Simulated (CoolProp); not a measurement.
A simple Rankine cycle with chlorine: condensing at 312.15 K, boiler at 4.92 MPa, turbine inlet 402.6 K, turbine efficiency 0.9, pump efficiency 0.8, no recuperator. Each further row changes one setting.

Model: reference Helmholtz-energy equation of state, Thol 2021, in CoolProp.

```tsv
case	thermal efficiency (%)	net work (kJ/kg)	heat in (kJ/kg)	turbine exit temperature (K)	volume ratio over the turbine
as stated	…	36.1	245	312.1	…
turbine inlet 422.6 K	15.3	40.2	…	312.1	3.51
condensing temperature 304.15 K	16.2	40.9	253	304.1	4.52
boiler pressure 3.44 MPa	…	32.4	266	312.1	2.51
turbine efficiency 0.8	12.9	…	245	312.1	3.85
```

### Question
Some entries are withheld; supply them.

### Answer

- as stated, thermal efficiency (%): 14.7
- as stated, volume ratio over the turbine: 3.77
- turbine inlet 422.6 K, heat in (kJ/kg): 264
- boiler pressure 3.44 MPa, thermal efficiency (%): 12.2
- turbine efficiency 0.8, net work (kJ/kg): 31.7

The expansion ends wet for: as stated; turbine inlet 422.6 K; condensing temperature 304.15 K; boiler pressure 3.44 MPa; turbine efficiency 0.8.
